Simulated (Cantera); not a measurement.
A closed system holds: 1 mol B2O3, 28 mol NH3, at 2200 K and 10.0 mbar.

These are equilibrium values from Cantera (NASA tables, ideal gas, pure condensed phases), not measurements of a reactor. Candidate condensed phases: B, BN, B2O3, B3O3H3, H2O; 39 gas species. Rates play no part.

Base state: H2 0.677, N2 0.239, H 0.0463, HBO 0.0110, BO 0.00918, HBO2 0.00909, H2O 0.00582, B2O3 0.00198 (mole fractions); condensed: gas only.

Question: What changes in the equilibrium state with this change: NH3 from 28 to 2.4 mol?

Answer: 
```
species    before     after
-------  --------  --------
H2          0.677     0.508
N2          0.239     0.199
B2O3      0.00198    0.0805
HBO2      0.00909    0.0743
BO        0.00918    0.0396
HBO        0.0110    0.0412
H          0.0463    0.0401
B2O2     0.000373   0.00694
BO2      0.000105  0.000986
```
